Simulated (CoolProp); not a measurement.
Computed with CoolProp (reference Helmholtz-energy equation of state, de Reuck 1993).

### Question
Give the vapour pressure (bar), liquid density (kg/m³), vapour density (kg/m³), surface tension (mN/m) of saturated methanol at 110.55, 149.35, 178.45 °C.

### Answer
| T (°C) | p (bar) | liquid density (kg/m³) | vapour density (kg/m³) | surface tension (mN/m) |
|---|---|---|---|---|
| 110.55 | 4.88 | 699 | 5.53 | 14.6 |
| 149.35 | 13.7 | 647 | 15.7 | 10.5 |
| 178.45 | 26.3 | 597 | 32.0 | 7.12 |

Surface tension comes from a separate correlation (Mulero 2012).
